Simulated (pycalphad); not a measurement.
Computed with pycalphad from the COST 507 light-alloy database (1999), at 1 atm. The database dates from 1999; later assessments differ in places, in temperatures and in the compounds included. Amounts are mole fractions of atoms.

Task: Give the equilibrium state of Al-0.6962Si-2.345C (wt.%) at 1550 K.

Result: 
```
T = 1550.00 K, P = 101325 Pa, N = 1 mol of atoms
G = -86674 J/mol, H = 42655 J/mol, S = 83.44 J/(mol K)  (SER reference)
chemical potentials (J/mol): Al -87372, Si -131471, C -68128
phase             fraction      x(Al)      x(Si)       x(C)
LIQUID              0.8810     0.9924     0.0073    0.00023
AL4C3               0.1190     0.5711   0.000303     0.4286
```

Task: Give the equilibrium state of Al-0.6962Si-2.345C (wt.%) at 600 K.

Result: 
```
T = 600.00 K, P = 101325 Pa, N = 1 mol of atoms
G = -22658 J/mol, H = 3783 J/mol, S = 44.07 J/(mol K)  (SER reference)
chemical potentials (J/mol): Al -19990, Si -40597, C -69485
phase             fraction      x(Al)      x(Si)       x(C)
FCC_A1              0.8827     1.0000    4.2e-06   1.02e-14
AL8SIC7             0.1039     0.5000     0.0625     0.4375
AL4C3               0.0134     0.5714   2.07e-06     0.4286
```

Database names, with the compositions (at.%) that they take in these runs: AL4C3: Al 57 C 43; AL8SIC7: Al 50 C 44 Si 6. FCC_A1 is fcc.
